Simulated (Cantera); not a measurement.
Charge: 1 mol MgO, 13 mol CO, 1.8 mol H2, equilibrated at 55.0 mbar.

These are equilibrium values from Cantera (NASA tables, ideal gas, pure condensed phases), not measurements of a reactor. Candidate condensed phases: C, C6H6, C7H8, C8H18, H2O, Mg, MgCO3, MgO, Mg(OH)2; 116 gas species. The tables' values for MgH are old estimates; treat these amounts as uncertain. Kinetics and transport are ignored.

log p: log10 of the partial pressure in bar; n: condensed amount in mol.

```csv
T (K),log p CO,log p H2,log p Mg,log p CO2,log p H2O,log p H,n MgO(s)
1425,-1.32,-2.17,-6.05,-5.51,-6.01,-6.25,1.000
1575,-1.32,-2.18,-4.91,-5.06,-5.46,-5.47,0.997
1725,-1.32,-2.18,-4.25,-4.42,-4.73,-4.82,0.985
1875,-1.32,-2.18,-3.69,-3.89,-4.14,-4.27,0.945
2025,-1.32,-2.20,-3.22,-3.43,-3.64,-3.82,?
2175,-1.34,-2.24,-2.83,-3.05,-3.24,-3.43,?
2325,-1.36,-2.33,-2.50,-2.71,-2.92,-3.12,?
```

### Question
What belongs in the gaps?

### Answer

- 2025, n MgO(s): 0.837
- 2175, n MgO(s): 0.586
- 2325, n MgO(s): 0.0800
